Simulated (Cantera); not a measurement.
Adiabatic ignition

An adiabatic, constant-volume homogeneous reactor starts with CH4 : C2H6 : O2 : N2 = 1 : 0.062 : 1.01 : 3.73 (molar parts), equivalence ratio 2.2, at 1150 K and 24.0 bar.

Model: GRI-Mech 3.0 (53 species, 325 reactions), integrated in Cantera. The pressure lies above the range GRI-Mech 3.0 was tuned for (to about 10 atm).

```
t (s)     T (K)  P (bar)    x CH4    x C2H6     x O2     x CH2    x C2H2    x CH2O
--------  -----  -------  -------  --------  -------  --------  --------  --------
1.00e-6    1150     24.0    0.172    0.0107    0.174    <1e-12    <1e-12  1.65e-10
3.30e-6    1150     24.0    0.172    0.0107    0.174    <1e-12    <1e-12   1.79e-9
1.09e-5    1150     24.0    0.172    0.0107    0.174    <1e-12    <1e-12   1.92e-8
3.58e-5    1150     24.0    0.172    0.0107    0.174    <1e-12    <1e-12   2.21e-7
0.000118   1150     24.0    0.172    0.0107    0.174    <1e-12  2.42e-11   4.84e-6
0.000389   1152     24.1    0.172    0.0106    0.174  3.15e-12   1.23e-8  0.000236
0.00128    2465     62.5  2.84e-6  3.73e-12  1.36e-7   3.07e-9   7.44e-7   7.19e-7
0.00423    2465     62.5  1.44e-7    <1e-12  1.36e-7  1.59e-10  2.86e-10   7.16e-7
0.0140     2465     62.5  1.43e-7    <1e-12  1.36e-7  1.59e-10  2.85e-10   7.16e-7
0.0460     2465     62.5  1.43e-7    <1e-12  1.36e-7  1.59e-10  2.85e-10   7.16e-7
0.152      2465     62.5  1.43e-7    <1e-12  1.36e-7  1.59e-10  2.85e-10   7.16e-7
0.500      2465     62.5  1.43e-7    <1e-12  1.36e-7  1.59e-10  2.85e-10   7.16e-7
```
x: mole fraction; the columns are a selection and need not sum to one.

The time of steepest temperature rise is 1.03 ms, the temperature at 0.500 s is 2465 K and the equilibrium temperature comes out as 2465 K. The x(CH4) at 0.500 s is 1.43e-7 (gas-phase equilibrium 1.58e-7) and the x(C2H6) at 0.500 s is <1e-12 (gas-phase equilibrium <1e-12). The x(O2) at 0.500 s comes out as 1.36e-7 (gas-phase equilibrium 1.36e-7).
